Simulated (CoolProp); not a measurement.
Water along the isotherm 286.15 °C: density (kg/m³) from the reference equation and from simpler models built on Tc = 373.9 °C, pc = 220.6 bar, ω = 0.344; each cubic takes its own stable root.

Values from CoolProp's reference Helmholtz-energy equation of state, Wagner 2002.

| p (bar) | phase | reference |
|---|---|---|
| 12.3 | gas | 4.932 |
| 24.5 | gas | 10.21 |
| 36.8 | gas | 16.05 |
| 49 | gas | 22.55 |
| 61.3 | gas | 30.12 |
| 73.5 | liquid | 739.7 |
| 85.8 | liquid | 741.9 |
| 98.1 | liquid | 744.1 |
| 110 | liquid | 746.1 |

How far does each simpler model (van der Waals, Redlich-Kwong, Soave-Redlich-Kwong, Peng-Robinson) lie from the reference over these 9 states: mean and median of the absolute difference, and the worst?


- van der Waals: mean 44.2 %, median 9.1 %, worst -95.4 % at 286.15 °C and 73.5 bar
- Redlich-Kwong: mean 30.3 %, median 5.7 %, worst -95.2 % at 286.15 °C and 73.5 bar
- Soave-Redlich-Kwong: mean 14.5 %, median 3.9 %, worst -30.6 % at 286.15 °C and 73.5 bar
- Peng-Robinson: mean 9.9 %, median 2.5 %, worst -21.2 % at 286.15 °C and 73.5 bar

At some of these states van der Waals, Redlich-Kwong gives the other phase, because its saturation line lies elsewhere.
